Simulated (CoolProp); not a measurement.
Properties of C2F6 (R116) along the isotherm 206.5 K.

Model: reference Helmholtz-energy equation of state, Lemmon 2006, in CoolProp. It is a short technical equation, of lower accuracy than the large ones.

| p (MPa) | phase | cv (kJ/(kg K)) | expansivity (1/kK) |
|---|---|---|---|
| 0.457 | liquid | 0.6439 | 3.012 |
| 0.914 | liquid | 0.6441 | 2.978 |
| 1.37 | liquid | 0.6443 | 2.945 |
| 1.83 | liquid | 0.6445 | 2.913 |
| 2.29 | liquid | 0.6446 | 2.882 |
| 2.74 | liquid | 0.6448 | 2.853 |
| 3.2 | liquid | 0.6450 | 2.824 |
| 3.66 | liquid | 0.6452 | 2.796 |
| 4.11 | liquid | 0.6454 | 2.769 |
| 4.57 | liquid | 0.6456 | 2.743 |
